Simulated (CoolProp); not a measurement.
R113 at 473.67 K and 4.47 MPa is throttled through a valve to 2.6 MPa with no heat exchange. Each further row changes one setting.

Computed with CoolProp (reference Helmholtz-energy equation of state, Marx 1992).

```csv
case,temperature change (K),final phase,final density (kg/m³)
as stated,(withheld),"two-phase, vapour fraction 0.013",919
outlet pressure 0.78 MPa,(withheld),(withheld),(withheld)
outlet pressure 3.38 MPa,(withheld),(withheld),(withheld)
```

Task: Complete the blanks.

Result: 
- as stated, temperature change (K): -4.4
- outlet pressure 0.78 MPa, temperature change (K): -73.9
- outlet pressure 0.78 MPa, final phase: two-phase, vapour fraction 0.724
- outlet pressure 0.78 MPa, final density (kg/m³): 72.7
- outlet pressure 3.38 MPa, temperature change (K): -1.9
- outlet pressure 3.38 MPa, final phase: liquid
- outlet pressure 3.38 MPa, final density (kg/m³): 988
